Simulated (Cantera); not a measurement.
Input: 1 mol Cr2O3, 120 mol H2, 9.3 mol H2O, held at 0.180 bar.

These are equilibrium values from Cantera (NASA tables, ideal gas, pure condensed phases), not measurements of a reactor. Candidate condensed phases: Cr, Cr2O3, H2O; 13 gas species. Rates play no part. All values below are at 2000 °C.

Base state: H2 0.875, H2O 0.0911, H 0.0185, Cr 0.0138, CrO 0.00127, OH 0.000299, CrO2 4.40e-5 (mole fractions); condensed: gas only.

### Question
What changes in the equilibrium state with this change: Cr2O3 replaced by Cu2O?

### Answer
```tsv
species	before	after
H2	0.875	0.889
H2O	0.0911	0.0774
H	0.0185	0.0187
Cu	0	0.0151
Cr	0.0138	0
CrO	0.00127	0
CrO2	4.40e-5	0
OH	0.000299	0.000253
```
Further candidate phases: Cu, CuO, Cu(OH)2, Cu2O.
